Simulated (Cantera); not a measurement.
**Low-pressure radical oxidation in H2/O2**

An isothermal, constant-pressure homogeneous reactor starts with 3.07 % H2, 96.0 % O2, 0.960 % H2O, equivalence ratio 0.016, at 1100 K and 0.00310 bar.

Computed with Cantera and GRI-Mech 3.0 (53 species, 325 reactions). Radical loss at walls, strong at low pressure, is not modelled.

| t (s) | x H2 | x O2 | x HO2 | x H2O | x H | x O |
|---|---|---|---|---|---|---|
| 6.00e-6 | 0.0307 | 0.960 | 4.79e-12 | 0.00960 | 4.74e-12 | <1e-12 |
| 2.27e-5 | 0.0307 | 0.960 | 1.82e-11 | 0.00960 | 1.75e-11 | <1e-12 |
| 8.62e-5 | 0.0307 | 0.960 | 6.88e-11 | 0.00960 | 6.05e-11 | 8.72e-12 |
| 0.000327 | 0.0307 | 0.960 | 2.61e-10 | 0.00960 | 1.79e-10 | 1.01e-10 |
| 0.00124 | 0.0307 | 0.960 | 9.90e-10 | 0.00960 | 5.98e-10 | 1.03e-9 |
| 0.00469 | 0.0307 | 0.960 | 3.80e-9 | 0.00960 | 1.12e-8 | 3.02e-8 |
| 0.0178 | 0.0291 | 0.958 | 7.12e-7 | 0.0108 | 0.000337 | 0.000877 |
| 0.0674 | 0.000435 | 0.937 | 9.11e-7 | 0.0368 | 0.00441 | 0.0200 |
| 0.256 | 0.000326 | 0.943 | 8.47e-7 | 0.0380 | 0.00280 | 0.0147 |
| 0.969 | 0.000132 | 0.953 | 6.29e-7 | 0.0398 | 0.000692 | 0.00577 |
| 3.67 | 1.97e-5 | 0.958 | 2.56e-7 | 0.0407 | 3.95e-5 | 0.000854 |
| 13.9 | 1.83e-6 | 0.959 | 5.27e-8 | 0.0409 | 1.13e-6 | 8.00e-5 |
| 52.8 | 2.03e-7 | 0.959 | 8.53e-9 | 0.0409 | 4.21e-8 | 8.91e-6 |
| 200 | 3.13e-8 | 0.959 | 1.83e-9 | 0.0409 | 2.58e-9 | 1.38e-6 |
x: mole fraction; the columns are a selection and need not sum to one.

Equilibrium at this temperature and pressure: H2 9.96e-10, O2 0.959, HO2 1.88e-9, H2O 0.0409, H 1.48e-11, O 4.42e-8 (gas phase only).
